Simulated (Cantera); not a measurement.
A closed system holds: 1 mol Si, 15 mol HCl, held at 43000 Pa.

Cantera equilibrium calculation (NASA polynomials, part measured and part estimated; ideal gas, pure solids and liquids). Candidate condensed phases: Si; 19 gas species. The tables' values for SiCl₃ are old estimates; treat these amounts as uncertain. The numbers say what is thermodynamically allowed, not how fast it happens.

x: gas mole fraction; nothing condenses.

```csv
T (K),x HCl,x H₂,x SiCl₄,x SiCl₃,x SiCl₂,x SiHCl₃,x Cl
823,0.786,0.143,0.0714,6.87e-8,5.94e-12,1.57e-5,2.37e-11
923,0.786,0.143,0.0714,1.11e-6,6.94e-10,4.62e-5,7.48e-10
1023,0.786,0.143,0.0713,1.03e-5,?,?,?
1123,0.786,0.143,0.0711,6.34e-5,7.02e-7,0.000221,1.20e-7
1223,0.786,0.142,0.0707,0.000287,9.31e-6,0.000395,8.23e-7
1323,0.787,0.142,0.0697,0.00102,8.13e-5,0.000635,4.24e-6
1423,0.789,0.140,0.0670,0.00291,0.000500,0.000920,1.75e-5
1523,0.794,0.135,?,0.00670,?,0.00117,?
1623,0.802,0.127,0.0503,0.0121,0.00684,0.00123,0.000187
```

Complete the blanks.


- 1523, x SiCl₄: 0.0610
- 1523, x SiCl₂: 0.00220
- 1523, x Cl: 6.10e-5
- 1023, x SiCl₂: 3.13e-8
- 1023, x SiHCl₃: 0.000110
- 1023, x Cl: 1.21e-8
